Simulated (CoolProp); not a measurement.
R115 along the isotherm -19.25 °C: fugacity coefficient from the reference equation and from simpler models built on Tc = 80.0 °C, pc = 31.29 bar, ω = 0.248; each cubic takes its own stable root.

Model: reference Helmholtz-energy equation of state, Lemmon 2016, in CoolProp.

```csv
p (bar),phase,reference
15.6,liquid,0.1455
31.3,liquid,0.07834
46.9,liquid,0.05644
62.6,liquid,0.04565
78.2,liquid,0.03942
93.9,liquid,0.03542
110,liquid,0.03267
125,liquid,0.03090
141,liquid,0.02957
156,liquid,0.02870
```

Problem. How far does each simpler model (van der Waals, Redlich-Kwong, Soave-Redlich-Kwong, Peng-Robinson) lie from the reference over these 10 states: mean and median of the absolute difference, and the worst?

Solution. 
- van der Waals: mean 247.6 %, median 246.8 %, worst +308.7 % at -19.25 °C and 156 bar
- Redlich-Kwong: mean 50.1 %, median 50.3 %, worst +53.5 % at -19.25 °C and 156 bar
- Soave-Redlich-Kwong: mean 2.4 %, median 2.5 %, worst +3.8 % at -19.25 °C and 156 bar
- Peng-Robinson: mean 3.4 %, median 3.4 %, worst -5.9 % at -19.25 °C and 156 bar
